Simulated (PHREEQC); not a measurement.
3.4 g of hydrous ferric oxide (600 m²/g; 0.2 weak and 0.005 strong sites per Fe, Dzombak-Morel constants, diffuse double layer) in 1 kg of water with 0.001 mol/kgw of an inert sodium salt and 4.7e-05 mol Ag2SO4 and 0.00036 mol NiCl2, at 25 °C; the pH is set by adding NaOH or the inert anion's acid. O2 is buffered at 0.21 atm. The system is closed to CO2. Nothing may precipitate in this run.

All values are PHREEQC results (ion-association model, wateq4f.dat), not measurements.

Task: Predict Ag sorbed (%), Ni sorbed (%) at pH = 4, 5.33, 6.67, 7.33, 9.33.

Result: 
| pH | Ag sorbed (%) | Ni sorbed (%) |
|---|---|---|
| 4 | 0.8 | 0.1 |
| 5.33 | 15.2 | 11.9 |
| 6.67 | 27.4 | 84.5 |
| 7.33 | 53.7 | 98.8 |
| 9.33 | 98.9 | 100.0 |

Along this series the solution becomes supersaturated in solids that the run did not let form, among them Cerargyrite. Species that the database lacks are ignored.
